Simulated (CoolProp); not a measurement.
Saturation properties of C3F8 (R218) (Tc = 345.0 K, pc = 2.640 MPa, ω = 0.317).

The numbers come from the reference Helmholtz-energy equation of state, Lemmon 2006 in CoolProp. It is a short technical equation, of lower accuracy than the large ones.

```tsv
T (K)	p (MPa)	liquid density (kg/m³)	vapour Z	liquid conductivity (mW/(m K))
178.1	0.002497	___	0.9958	76.5
195.3	0.009824	1763	0.9891	72.6
212.5	___	1701	0.9767	68.3
229.7	0.07419	1637	0.9568	63.8
246.9	0.1594	___	0.9277	59.2
264.1	0.3055	___	0.8878	54.4
281.3	0.5356	1415	0.8351	49.8
298.5	0.8757	1321	___	45.2
315.7	1.356	1206	___	40.9
```

Problem. Some entries are withheld; supply them.

Solution. 
- 178.1, liquid density (kg/m³): 1823
- 212.5, p (MPa): 0.02977
- 246.9, liquid density (kg/m³): 1569
- 264.1, liquid density (kg/m³): 1496
- 298.5, vapour Z: 0.7659
- 315.7, vapour Z: 0.6729

It boils at 236.4 K under 1 atm.

Thermal conductivity comes from a separate model (Huber 2003), an estimate that may be off by 10 % or more.
